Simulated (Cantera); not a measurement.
Cantera run:

```python
import numpy as np
import cantera as ct

gas_names = """
    CL CL2 H HCL H2 N NH NH2 NH3 N2 N2H2 N2H4 Si SiCL SiCL2 SiCL3 SiCL4 SiH SiHCL3 SiH2 SiH2CL2 SiH3
    SiH3CL SiH4 SiN Si2 Si2N Si3
""".split()
cond_names = """
    NH4CL(a) NH4CL(b) Si(cr) Si(L) Si3N4(a)
""".split()


# ... load() reads the species with a 1 bar reference pressure and builds the phases ...
atoms = {
    'Si2Cl6': {'Si': 2, 'CL': 6},
    'NH3': {'N': 1, 'H': 3},
    'H2': {'H': 2},
    'N2': {'N': 2},
}
top_T = {'Si3N4(a)': 2400}  # K; cautious upper limits of use, not melting points


# ... equilibrate(T, P, feed) seeds the gas with the atoms and calls Mixture.equilibrate('TP', solver="vcs", rtol=1e-11, max_steps=5000) ...
results = []
T = 1223  # K
P = 490  # Pa
for m in [1.5, 2.3, 3.1, 3.9, 4.7, 5.5, 6.3, 7.1, 7.9, 8.7]:
    feed = {'Si2Cl6': 1, 'NH3': m, 'H2': 0.22, 'N2': 2.3}  # mol
    mix = equilibrate(T, P, feed)
    results.append((T, P, feed, dict(zip(mix.species_names, mix.species_moles))))

top = {s: max(r[3][s] / sum(r[3][g] for g in gas_names) for r in results) for s in gas_names}
cols = sorted((s for s in top if top[s] > 0.001), key=lambda s: -top[s])[:9]
seen = [c for c in cond_names if any(r[3].get(c, 0) > 1e-12 for r in results)]
print("log10 of partial pressures in bar; condensed amounts in mol")
print(f"{'n(NH3)':>10s}" + "".join(f"{s[:9]:>10s}" for s in cols + seen))
for T, P, feed, n in results:
    ng = sum(n[g] for g in gas_names)
    print(f"{feed['NH3']:10.4g}" + "".join(f"{np.log10(max(n[s] / ng * P / 1e5, 1e-99)):10.3f}" for s in cols)
          + "".join(f"{n.get(c, 0):10.4g}" for c in seen))
```

It prints:

```
log10 of partial pressures in bar; condensed amounts in mol
    n(NH3)        H2       HCL        N2     SiCL4     SiCL3     SiCL2  Si3N4(a)
       1.5    -3.172    -2.674    -2.805    -3.313    -4.481    -4.747    0.4094
       2.3    -3.007    -2.660    -2.850    -3.558    -4.657    -4.854    0.4804
       3.1    -2.903    -2.671    -2.878    -3.791    -4.827    -4.962    0.5332
       3.9    -2.830    -2.693    -2.894    -4.016    -4.993    -5.069    0.5716
       4.7    -2.775    -2.722    -2.904    -4.234    -5.155    -5.175    0.5988
       5.5    -2.732    -2.753    -2.909    -4.441    -5.310    -5.276    0.6176
       6.3    -2.698    -2.785    -2.912    -4.636    -5.455    -5.373    0.6305
       7.1    -2.670    -2.817    -2.914    -4.819    -5.592    -5.463    0.6394
       7.9    -2.648    -2.849    -2.915    -4.988    -5.718    -5.547    0.6455
       8.7    -2.629    -2.878    -2.916    -5.144    -5.836    -5.626    0.6499
```

Cantera equilibrium calculation (NASA polynomials, part measured and part estimated; ideal gas, pure solids and liquids). The feed counts by its element totals alone. The tables' values for SiCl3 are old estimates; treat these amounts as uncertain.
